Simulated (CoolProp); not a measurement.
A Linde-Hampson liquefier for carbon monoxide: isothermal reversible compression at 250 K from 1 atm to 30 MPa, throttling to 1 atm, return gas leaving the recuperator 0 K below the feed. Each further row changes one setting.

Values from CoolProp's reference Helmholtz-energy equation of state, Lemmon 2006. It is a short technical equation, of lower accuracy than the large ones.

```csv
case,liquid yield per pass,compression work (kJ/kg of gas)
as stated,0.167,415
high pressure 60 MPa,0.155,481
warm-end temperature 280 K,0.124,472
warm-end gap 5 K,0.156,415
```
